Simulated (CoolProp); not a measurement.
Vapour-liquid equilibrium of R143a (1) + R1234yf (2) at 1.63 MPa; x and y are mole fractions of (1).

Computed with CoolProp (multi-fluid Helmholtz-energy mixture model, Lemmon and Jacobsen 2000 and Lemmon 2022; pair parameters Bell 2016).

```
x     bubble temperature (K)  y at the bubble point  dew temperature at overall composition x (K)  liquid density (mol/L)
----  ----------------------  ---------------------  --------------------------------------------  ----------------------
0.05                   331.2                  0.071                                         331.7                   8.370
0.15                   328.1                  0.204                                         329.4                   8.584
0.25                   325.2                  0.326                                         327.0                   8.798
0.35              (withheld)             (withheld)                                         324.6                   9.014
0.45                   320.0                  0.541                                    (withheld)              (withheld)
0.55                   317.6                  0.636                                         319.8                   9.453
0.65                   315.4                  0.726                                    (withheld)                   9.680
0.75                   313.2                  0.810                                         314.8                   9.912
0.85              (withheld)             (withheld)                                         312.2                   10.15
0.95                   309.3                  0.964                                    (withheld)                   10.40
```

### Question
Complete the blanks.

### Answer

- 0.35, bubble temperature (K): 322.5
- 0.35, y at the bubble point: 0.437
- 0.45, dew temperature at overall composition x (K): 322.2
- 0.45, liquid density (mol/L): 9.232
- 0.65, dew temperature at overall composition x (K): 317.3
- 0.85, bubble temperature (K): 311.2
- 0.85, y at the bubble point: 0.889
- 0.95, dew temperature at overall composition x (K): 309.6

No azeotrope shows between x = 0.05 and 0.95.

Pair parameters are fitted to limited data, so mixtures are less certain than the pure fluids.
